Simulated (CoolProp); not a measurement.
Vapour-liquid equilibrium of CH2F2 (R32) (1) + R236FA (2) at -48.25 °C; x and y are mole fractions of (1).

The numbers come from the multi-fluid Helmholtz-energy mixture model, Tillner-Roth 1997 and Pan 2012; pair parameters Bell 2016 in CoolProp.

```json
[
 {"x": "0.05", "bubble pressure (MPa)": "0.01468", "y at the bubble point": "0.435", "dew pressure at overall composition x (MPa)": "0.009106", "liquid density (mol/L)": "10.74"},
 {"x": "0.125", "bubble pressure (MPa)": "0.02393", "y at the bubble point": "0.678", "dew pressure at overall composition x (MPa)": "0.009833", "liquid density (mol/L)": "11.26"},
 {"x": "0.2", "bubble pressure (MPa)": "0.03322", "y at the bubble point": "0.787", "dew pressure at overall composition x (MPa)": "0.01069", "liquid density (mol/L)": "11.82"},
 {"x": "0.275", "bubble pressure (MPa)": "0.04234", "y at the bubble point": "0.847", "dew pressure at overall composition x (MPa)": "0.01170", "liquid density (mol/L)": "12.43"},
 {"x": "0.35", "bubble pressure (MPa)": "0.05118", "y at the bubble point": "0.885", "dew pressure at overall composition x (MPa)": "0.01293", "liquid density (mol/L)": "13.09"},
 {"x": "0.425", "bubble pressure (MPa)": "0.05968", "y at the bubble point": "0.911", "dew pressure at overall composition x (MPa)": "0.01445", "liquid density (mol/L)": "13.82"},
 {"x": "0.5", "bubble pressure (MPa)": "0.06785", "y at the bubble point": "0.931", "dew pressure at overall composition x (MPa)": "0.01636", "liquid density (mol/L)": "14.62"},
 {"x": "0.575", "bubble pressure (MPa)": "0.07573", "y at the bubble point": "0.946", "dew pressure at overall composition x (MPa)": "0.01887", "liquid density (mol/L)": "15.51"},
 {"x": "0.65", "bubble pressure (MPa)": "0.08343", "y at the bubble point": "0.958", "dew pressure at overall composition x (MPa)": "0.02228", "liquid density (mol/L)": "16.50"},
 {"x": "0.725", "bubble pressure (MPa)": "0.09104", "y at the bubble point": "0.969", "dew pressure at overall composition x (MPa)": "0.02720", "liquid density (mol/L)": "17.61"},
 {"x": "0.8", "bubble pressure (MPa)": "0.09869", "y at the bubble point": "0.978", "dew pressure at overall composition x (MPa)": "0.03490", "liquid density (mol/L)": "18.86"},
 {"x": "0.875", "bubble pressure (MPa)": "0.1065", "y at the bubble point": "0.987", "dew pressure at overall composition x (MPa)": "0.04857", "liquid density (mol/L)": "20.28"},
 {"x": "0.95", "bubble pressure (MPa)": "0.1146", "y at the bubble point": "0.995", "dew pressure at overall composition x (MPa)": "0.07826", "liquid density (mol/L)": "21.91"}
]
```

No azeotrope shows between x = 0.05 and 0.95.

Pair parameters are fitted to limited data, so mixtures are less certain than the pure fluids.
